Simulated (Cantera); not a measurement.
**PbO + CO + N₂ (iron carbonyl, mercury and lead vapours)**

A closed system holds: 1 mol PbO, 0.14 mol CO, 39 mol N₂, equilibrated at 1598 K and 7.50 Torr.

Cantera equilibrium calculation (NASA polynomials, part measured and part estimated; ideal gas, pure solids and liquids). Candidate condensed phases: C, Pb, PbO, PbO₂, Pb₃O₄; 27 gas species. Gases not in the tables: (PbO)n polymers. The numbers say what is thermodynamically allowed, not how fast it happens.

The x(N₂) is 0.966 and the x(Pb) comes out as 0.0140. The x(PbO) is 0.0108 and the x(O₂) comes out as 0.00509. The x(CO₂) comes out as 0.00346, the x(NO) comes out as 0.000331 and the x(O) is 1.01e-5. The x(CO) comes out as 9.42e-6 and the gas amount is 40.35 mol. The log10 activity of Pb(l) (absent) is -2.63 and the log10 activity of C(graphite) (absent) is -13.12.
